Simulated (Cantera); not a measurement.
An isothermal, constant-pressure homogeneous reactor starts with 31.1 % N2O, 0.590 % H2, 68.3 % N2, at 1375 K and 0.0267 bar.

Model: GRI-Mech 3.0 (53 species, 325 reactions), integrated in Cantera. GRI-Mech 3.0 was tuned for natural gas; its chemistry of N2O as a main component is partial and can be far from experiment. Radical loss at walls, strong at low pressure, is not modelled. The mechanism lacks the step 2 NO + O2 → 2 NO2, which can matter for NO2 below about 1400 K. The temperature is held fixed by assumption; the heat of reaction is taken as removed at once.

x: mole fraction; the columns are a selection and need not sum to one.

```csv
t (s),x N2O,x H2,x O,x NO,x NO2,x H2O2,x H2O
2.00e-6,0.311,0.00590,9.18e-8,8.11e-11,<1e-12,<1e-12,<1e-12
5.49e-6,0.311,0.00590,2.50e-7,6.09e-10,<1e-12,<1e-12,9.75e-12
1.51e-5,0.311,0.00590,6.74e-7,4.56e-9,<1e-12,<1e-12,2.09e-10
4.13e-5,0.311,0.00590,1.76e-6,3.36e-8,<1e-12,<1e-12,4.61e-9
0.000113,0.311,0.00590,4.20e-6,2.38e-7,<1e-12,<1e-12,1.02e-7
0.000311,0.311,0.00590,8.21e-6,1.50e-6,1.58e-12,7.72e-12,1.96e-6
0.000854,0.311,0.00586,1.11e-5,7.80e-6,2.94e-10,2.96e-10,2.81e-5
0.00234,0.310,0.00560,1.16e-5,3.42e-5,2.79e-8,6.49e-9,0.000263
0.00643,0.309,0.00437,1.34e-5,0.000131,6.33e-7,2.63e-8,0.00146
0.0176,0.305,0.00183,1.63e-5,0.000356,4.45e-6,2.56e-8,0.00401
0.0484,0.300,0.000310,1.80e-5,0.000824,2.54e-5,1.26e-8,0.00555
0.133,0.291,1.30e-5,1.82e-5,0.00206,6.76e-5,3.49e-9,0.00583
0.364,0.268,1.97e-7,1.80e-5,___,9.72e-5,___,0.00579
1.00,___,1.91e-7,1.77e-5,___,9.37e-5,5.14e-10,0.00565
```

### Question
Complete the blanks.

### Answer

- 0.364, x NO: 0.00531
- 0.364, x H2O2: 1.21e-9
- 1.00, x N2O: 0.216
- 1.00, x NO: 0.0128
